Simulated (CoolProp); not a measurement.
Tetrahydrofuran at 298.15 K and 0.00851 MPa is compressed adiabatically to 0.0291 MPa with isentropic efficiency 0.6. Each further row changes one setting.

Values from CoolProp's reference Helmholtz-energy equation of state, Fiedler 2023.

| case | work (kJ/kg) | final temperature (K) | final density (kg/m³) |
|---|---|---|---|
| as stated | 74.8 | 361.3 | 0.703 |
| efficiency 1 | 44.9 | 337.9 | 0.753 |
| efficiency 0.65 | 69.0 | 356.9 | 0.712 |
